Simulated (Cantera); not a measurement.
Charge: 1 mol Al(CH3)3, 19 mol N2, a varied amount of H2, at 0.900 bar.

Cantera equilibrium calculation (NASA polynomials, part measured and part estimated; ideal gas, pure solids and liquids). Candidate condensed phases: Al, AlN, C, C6H6, C7H8, C8H18; 97 gas species. The feed counts by its element totals alone. The numbers say what is thermodynamically allowed, not how fast it happens.

### Question
What condenses at these points (T in °C, n(H2) in mol): (602, 750); (702, 31); (752, 750); (852, 6.3); (502, 750)?

### Answer
```json
[
 {"T (°C)": "602", "n(H2) in mol": "750", "condensed phases": "AlN", "Al condensed (%)": "100.0"},
 {"T (°C)": "702", "n(H2) in mol": "31", "condensed phases": "AlN + C", "Al condensed (%)": "100.0"},
 {"T (°C)": "752", "n(H2) in mol": "750", "condensed phases": "AlN", "Al condensed (%)": "100.0"},
 {"T (°C)": "852", "n(H2) in mol": "6.3", "condensed phases": "AlN + C", "Al condensed (%)": "100.0"},
 {"T (°C)": "502", "n(H2) in mol": "750", "condensed phases": "AlN", "Al condensed (%)": "100.0"}
]
```
